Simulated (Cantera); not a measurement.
A closed system holds: 1 mol Fe, 1.7 mol Cl2, 0.041 mol H2, at 500 °C and 420 Torr.

These are equilibrium values from Cantera (NASA tables, ideal gas, pure condensed phases), not measurements of a reactor. Candidate condensed phases: Fe, FeCl2, FeCl3; 11 gas species. The numbers say what is thermodynamically allowed, not how fast it happens.

Question: What is the equilibrium state?

Answer: 
```json
{
  "x(Fe2Cl6)": "0.620",
  "x(Cl2)": "0.208",
  "x(HCl)": "0.107",
  "x(FeCl3)": "0.0655",
  "x(FeCl2)": "1.37e-5",
  "x(Cl)": "2.98e-6",
  "gas_amount": "0.7661 mol",
  "log10 activity of FeCl2(s) (absent)": "-0.65",
  "log10 activity of Fe(α) (absent)": "-16.19"
}
```
